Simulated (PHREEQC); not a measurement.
1 kg of water holding 0.0081 mol/kgw KCl and 0.38 mol/kgw K2CO3 is evaporated at 20 °C; the solids stay in contact with the brine. CO2 is held at log p = -3.4 (atm). Solids allowed: Kalicinite, Sylvite. Others were left out.

The numbers come from PHREEQC with the Pitzer model, pitzer.dat.

```csv
water left (kg),ionic strength,water activity,Cl in solution (mol/kgw),K in solution (mol/kgw),C in solution (mol/kgw),pH
0.9987,1.08,0.982,0.00811,0.769,0.455,10.12
0.6745,1.61,0.974,0.0120,1.14,0.654,10.18
0.5543,1.97,0.969,0.0146,1.39,0.786,10.22
0.3743,2.94,0.954,0.0216,2.05,1.14,10.30
0.3075,3.59,0.944,0.0263,2.50,1.38,10.34
0.2076,5.34,0.914,0.0390,3.70,2.02,10.45
0.14,7.92,0.863,0.0578,5.48,2.99,10.60
0.115,9.64,0.825,0.0704,6.68,3.65,10.69
0.0773,14.2,0.716,0.105,9.94,5.54,10.92
```
